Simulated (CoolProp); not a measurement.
Vapour-liquid equilibrium of m-xylene (1) + o-xylene (2) at 524 K; x and y are mole fractions of (1).

Computed with CoolProp (multi-fluid Helmholtz-energy mixture model, Zhou 2012 and Zhou 2012; pair parameters Bell 2016).

| x | bubble pressure (kPa) | y at the bubble point | dew pressure at overall composition x (kPa) | liquid density (mol/L) |
|---|---|---|---|---|
| 0.05 | 899.0 | 0.054 | 898.7 | 6.102 |
| 0.125 | (withheld) | 0.134 | 905.5 | (withheld) |
| 0.2 | 914.1 | 0.214 | (withheld) | 6.066 |
| 0.275 | 921.9 | 0.292 | 920.2 | 6.048 |
| 0.35 | 930.0 | 0.370 | 927.9 | (withheld) |
| 0.425 | 938.2 | 0.447 | 935.9 | 6.012 |
| 0.5 | 946.4 | 0.522 | (withheld) | 5.993 |
| 0.575 | 954.7 | 0.596 | 952.3 | 5.975 |
| 0.65 | (withheld) | 0.669 | 960.7 | 5.957 |
| 0.725 | 971.1 | 0.742 | 969.2 | 5.939 |
| 0.8 | 979.1 | 0.813 | 977.6 | 5.921 |
| 0.875 | 986.9 | 0.884 | (withheld) | 5.903 |
| 0.95 | 994.6 | 0.954 | 994.2 | 5.886 |

Problem. Fill in the missing entries.

Solution. 
- 0.125, bubble pressure (kPa): 906.4
- 0.125, liquid density (mol/L): 6.084
- 0.2, dew pressure at overall composition x (kPa): 912.7
- 0.35, liquid density (mol/L): 6.030
- 0.5, dew pressure at overall composition x (kPa): 944.0
- 0.65, bubble pressure (kPa): 962.9
- 0.875, dew pressure at overall composition x (kPa): 986.0

No azeotrope shows between x = 0.05 and 0.95.

The pair parameters rest on a limited set of measurements; away from them the model extrapolates.
